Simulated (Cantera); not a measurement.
An isothermal, constant-pressure homogeneous reactor starts with NO : N2 = 1 : 0.4 (molar parts), at 2048 K and 0.0326 atm.

Computed with Cantera and GRI-Mech 3.0 (53 species, 325 reactions). Radical loss at walls, strong at low pressure, is not modelled.

One state of this run: x NO = 0.705; x N2O = 0.000188; x NO2 = 4.17e-5; x N2 = 0.290; x O2 = 0.00404; x O = 0.000836. x: mole fraction; the columns are a selection and need not sum to one.

Q: Which value of t (s) does it belong to?
A) 0.0844
B) 0.000356
C) 6.70
D) 0.00948

A: A, 0.0844
